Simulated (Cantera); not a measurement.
## Equilibrium for silicon nitride deposition: SiH2Cl2 + N2

Feed: 1 mol SiH2Cl2, a varied amount of N2, equilibrated at 850 K and 0.470 bar.

These are equilibrium values from Cantera (NASA tables, ideal gas, pure condensed phases), not measurements of a reactor. Candidate condensed phases: NH4Cl, Si, Si3N4; 28 gas species. N2 is the only nitrogen source here; it is nearly inert below about 1500 K, so the nitride shown seldom forms there in practice. Kinetics and transport are ignored.

From 1.2 mol N2 to 14 mol N2 the condensed part is Si3N4(s). The main Si-bearing gas is SiCl4 throughout. The share of Si in condensed phases is highest at 14 mol N2 (77.1 %) and lowest at 1.2 mol N2 (68.3 %).

```
n(N2) (mol)  log p N2  log p HCl  log p H2  log p SiCl4  log p SiHCl3  log p NH3  log p SiCl3  log p SiH2Cl2  n Si3N4(s)
-----------  --------  ---------  --------  -----------  ------------  ---------  -----------  -------------  ----------
1.2             -0.84      -0.85     -0.91        -1.21         -4.06      -4.52        -6.35          -7.96       0.228
2.7             -0.58      -0.99     -1.16        -1.47         -4.42      -4.77        -6.58          -8.43       0.238
4.2             -0.49      -1.10     -1.33        -1.63         -4.64      -4.97        -6.72          -8.70       0.243
5.6             -0.46      -1.18     -1.45        -1.75         -4.79      -5.13        -6.81          -8.89       0.246
7.1             -0.43      -1.25     -1.55        -1.85         -4.92      -5.27        -6.89          -9.05       0.249
8.6             -0.41      -1.31     -1.63        -1.93         -5.03      -5.38        -6.96          -9.18       0.251
10              -0.40      -1.36     -1.70        -2.00         -5.11      -5.48        -7.01          -9.28       0.253
12              -0.39      -1.42     -1.78        -2.08         -5.22      -5.60        -7.08          -9.41       0.255
13              -0.39      -1.45     -1.82        -2.12         -5.26      -5.65        -7.10          -9.47       0.256
14              -0.38      -1.48     -1.85        -2.15         -5.31      -5.70        -7.13          -9.52       0.257
```
log p: log10 of the partial pressure in bar; n: condensed amount in mol.
